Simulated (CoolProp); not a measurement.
The fluid at 298.15 K and 0.587 MPa is compressed adiabatically to 3.82 MPa with isentropic efficiency 0.7. The same conditions are run with several fluids, on thermodynamics alone (safety and materials aside).

Model: reference Helmholtz-energy equation of state of each fluid (ammonia: Gao 2020; R507A: Lemmon 2003; normal hydrogen: Leachman 2009; R404A: Lemmon 2003), in CoolProp. Blends and air are pseudo-pure fits.

| fluid | work (kJ/kg) | final temperature (K) | final phase | final density (kg/m³) |
|---|---|---|---|---|
| ammonia | 449 | … | gas | … |
| R507A | 60.2 | … | supercritical | … |
| normal hydrogen | 4390 | 599.3 | supercritical | 1.53 |
| R404A | 60.9 | 390.0 | supercritical | 158 |

Question: Fill in the missing entries.

Answer: 
- ammonia, final temperature (K): 502.8
- ammonia, final density (kg/m³): 16.5
- R507A, final temperature (K): 389.4
- R507A, final density (kg/m³): 160
